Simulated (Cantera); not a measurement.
## Thermodynamics of silicon oxide and oxynitride deposition, feed HMDSO + NO + N2

Feed: 1 mol HMDSO, a varied amount of NO, 17 mol N2, equilibrated at 1700 °C and 1330 Pa.

Cantera equilibrium calculation (NASA polynomials, part measured and part estimated; ideal gas, pure solids and liquids). Candidate condensed phases: C, C6H6, C7H8, C8H18, H2O, Si, SiC, SiO2, Si2N2O, Si3N4; 151 gas species. The feed counts by its element totals alone. The tables' values for SiN, SiO2 are old estimates; treat these amounts as uncertain. The tables hold silica as quartz up to 1696 K and as liquid above; real silica turns to tridymite and cristobalite and melts near 1996 K. Rates play no part.

From 0.13 mol NO to 1.5 mol NO the condensed part is C(graphite) + SiC(s). From 2.9 mol NO to 5.4 mol NO the condensed part is SiC(s). At 10 mol NO the condensed part is SiO2(condensed). The main Si-bearing gas is SiO throughout.

| n(NO) (mol) | x N2 | x H2 | x CO | x H2O | x SiO | x H | x CO2 | n C(graphite) | n SiC(s) | n SiO2(condensed) |
|---|---|---|---|---|---|---|---|---|---|---|
| 0.13 | 0.622 | 0.323 | 0.0410 | 2.31e-8 | 0.000359 | 0.00665 | 6.54e-10 | 2.71 | 1.99 | 0 |
| 0.24 | 0.620 | 0.321 | 0.0448 | 2.50e-8 | 0.000391 | 0.00663 | 7.78e-10 | 2.60 | 1.99 | 0 |
| 0.44 | 0.617 | 0.318 | 0.0514 | 2.85e-8 | 0.000450 | 0.00659 | 1.03e-9 | 2.41 | 1.98 | 0 |
| 0.83 | 0.611 | 0.311 | 0.0640 | 3.47e-8 | 0.000560 | 0.00652 | 1.59e-9 | 2.02 | 1.98 | 0 |
| 1.5 | 0.602 | 0.300 | 0.0844 | 4.42e-8 | 0.000738 | 0.00641 | 2.77e-9 | 1.36 | 1.97 | 0 |
| 2.9 | 0.584 | 0.280 | 0.123 | 6.31e-8 | 0.00119 | 0.00619 | 6.17e-9 | 0 | 1.96 | 0 |
| 5.4 | 0.559 | 0.252 | 0.147 | 3.34e-7 | 0.0342 | 0.00587 | 4.35e-8 | 0 | 0.769 | 0 |
| 10 | 0.582 | 0.197 | 0.152 | 0.0381 | 0.0183 | 0.00520 | 0.00655 | 0 | 0 | 1.31 |
x: gas mole fraction; n: condensed amount in mol.
